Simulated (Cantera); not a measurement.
Input (Python, Cantera) and output of one run.

```python
import numpy as np
import cantera as ct

gas_names = """
    CL CL2 H HCL H2 N NH NH2 NH3 N2 N2H2 N2H4 Si SiCL SiCL2 SiCL3 SiCL4 SiH SiHCL3 SiH2 SiH2CL2 SiH3
    SiH3CL SiH4 SiN Si2 Si2N Si3
""".split()
cond_names = """
    NH4CL(a) NH4CL(b) Si(cr) Si(L) Si3N4(a)
""".split()


# ... load() reads the species with a 1 bar reference pressure and builds the phases ...
atoms = {
    'SiHCl3': {'Si': 1, 'H': 1, 'CL': 3},
    'N2': {'N': 2},
}
top_T = {'Si3N4(a)': 2400}  # K; cautious upper limits of use, not melting points


# ... equilibrate(T, P, feed) seeds the gas with the atoms and calls Mixture.equilibrate('TP', solver="vcs", rtol=1e-11, max_steps=5000) ...
results = []
T = 1075  # K
P = 10000  # Pa
for m in [1.1, 1.6, 2.5, 3.7, 5.7, 8.6, 13, 20, 30, 45, 68]:
    feed = {'SiHCl3': 1, 'N2': m}  # mol
    mix = equilibrate(T, P, feed)
    results.append((T, P, feed, dict(zip(mix.species_names, mix.species_moles))))
    x = sorted(zip(gas.X, gas.species_names), reverse=True)
    print(f"T = {T:g} K  P = {P:g} Pa  n(N2) = {m:g} mol  gas = {mix.phase_moles(0):.4g} mol")
    print("   x: " + "  ".join(f"{s} {v:.3e}" for v, s in x if v > 0.0001))
    print("   condensed (mol): " + ("  ".join(f"{mix.phase(i).name} {mix.phase_moles(i):.4g}"
          for i in range(1, mix.n_phases) if mix.phase_moles(i) > 1e-12) or "none"))
```

Result:

```
T = 1075 K  P = 10000 Pa  n(N2) = 1.1 mol  gas = 2.238 mol
   x: N2 3.683e-01  HCL 2.932e-01  SiCL4 2.608e-01  H2 7.637e-02  SiHCL3 8.443e-04  SiCL3 4.118e-04
   condensed (mol): Si3N4(a) 0.1378
T = 1075 K  P = 10000 Pa  n(N2) = 1.6 mol  gas = 2.741 mol
   x: N2 4.813e-01  HCL 2.506e-01  SiCL4 2.103e-01  H2 5.684e-02  SiHCL3 5.927e-04  SiCL3 3.351e-04
   condensed (mol): Si3N4(a) 0.1404
T = 1075 K  P = 10000 Pa  n(N2) = 2.5 mol  gas = 3.644 mol
   x: N2 6.075e-01  HCL 1.979e-01  SiCL4 1.559e-01  H2 3.809e-02  SiHCL3 3.729e-04  SiCL3 2.575e-04
   condensed (mol): Si3N4(a) 0.1432
T = 1075 K  P = 10000 Pa  n(N2) = 3.7 mol  gas = 4.846 mol
   x: N2 7.034e-01  HCL 1.547e-01  SiCL4 1.158e-01  H2 2.572e-02  SiHCL3 2.392e-04  SiCL3 2.010e-04
   condensed (mol): Si3N4(a) 0.1456
T = 1075 K  P = 10000 Pa  n(N2) = 5.7 mol  gas = 6.849 mol
   x: N2 7.890e-01  HCL 1.138e-01  SiCL4 8.084e-02  H2 1.603e-02  SiCL3 1.506e-04  SiHCL3 1.415e-04
   condensed (mol): Si3N4(a) 0.1481
T = 1075 K  P = 10000 Pa  n(N2) = 8.6 mol  gas = 9.751 mol
   x: N2 8.511e-01  HCL 8.267e-02  SiCL4 5.610e-02  H2 9.903e-03  SiCL3 1.131e-04
   condensed (mol): Si3N4(a) 0.1503
T = 1075 K  P = 10000 Pa  n(N2) = 13 mol  gas = 14.15 mol
   x: N2 8.970e-01  HCL 5.871e-02  SiCL4 3.821e-02  H2 5.948e-03
   condensed (mol): Si3N4(a) 0.1524
T = 1075 K  P = 10000 Pa  n(N2) = 20 mol  gas = 21.16 mol
   x: N2 9.308e-01  HCL 4.040e-02  SiCL4 2.528e-02  H2 3.420e-03
   condensed (mol): Si3N4(a) 0.1544
T = 1075 K  P = 10000 Pa  n(N2) = 30 mol  gas = 31.16 mol
   x: N2 9.529e-01  HCL 2.808e-02  SiCL4 1.700e-02  H2 1.999e-03
   condensed (mol): Si3N4(a) 0.1561
T = 1075 K  P = 10000 Pa  n(N2) = 45 mol  gas = 46.16 mol
   x: N2 9.681e-01  HCL 1.935e-02  SiCL4 1.138e-02  H2 1.154e-03
   condensed (mol): Si3N4(a) 0.1576
T = 1075 K  P = 10000 Pa  n(N2) = 68 mol  gas = 69.16 mol
   x: N2 9.786e-01  HCL 1.315e-02  SiCL4 7.535e-03  H2 6.526e-04
   condensed (mol): Si3N4(a) 0.1589
```

Method: chemical equilibrium by Gibbs-energy minimisation in Cantera with the NASA 1993 tables (ideal gas, pure condensed phases). N2 is the only nitrogen source here; it is nearly inert below about 1500 K, so the nitride shown seldom forms there in practice. The tables' values for SiCl3 are old estimates; treat these amounts as uncertain.
